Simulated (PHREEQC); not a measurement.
Geothermal or formation water

Model water analysis in mmol/kgw, 70 °C, pH 7.54:

```csv
constituent,mmol/kgw
Na,490
K,0.332
Ca,3.36
Mg,9.63
Cl,512
S(6),11.9
Alkalinity (meq/kgw),0.736
B,0.24
Si,1.5
```

Valence states are taken as typed.

All values are PHREEQC results (Pitzer model, pitzer.dat), not measurements.

Each row changes one thing in this solution. No solid was allowed to form.

| case | HCO3- (mol/kgw) | H3SiO4- (mol/kgw) | CO2 (mol/kgw) | CO3-2 (mol/kgw) | MgOH+ (mol/kgw) | MgCO3 (mol/kgw) |
|---|---|---|---|---|---|---|
| as made | 0.000637 | 5.14e-5 | 2.03e-5 | 8.91e-6 | 3.53e-6 | 3.38e-6 |
| Cl from 512 to 1540 mmol/kgw | 0.000603 | 5.24e-5 | … | 1.85e-5 | 5.30e-6 | … |
| pH from 7.54 to 7.24 at the same alkalinity | 0.000685 | … | 4.36e-5 | 4.80e-6 | 1.77e-6 | 1.82e-6 |
| temperature from 70 to 15 °C at the same typed pH | … | 1.06e-5 | … | 4.88e-6 | 5.44e-8 | 1.16e-6 |

### Question
Fill in the missing entries.

### Answer

- Cl from 512 to 1540 mmol/kgw, CO2 (mol/kgw): 1.91e-5
- Cl from 512 to 1540 mmol/kgw, MgCO3 (mol/kgw): 6.26e-6
- pH from 7.54 to 7.24 at the same alkalinity, H3SiO4- (mol/kgw): 2.62e-5
- temperature from 70 to 15 °C at the same typed pH, HCO3- (mol/kgw): 0.000703
- temperature from 70 to 15 °C at the same typed pH, CO2 (mol/kgw): 3.28e-5

Away from 25 °C the constants follow the database's enthalpies or fits; those with neither stay at their 25 °C values.
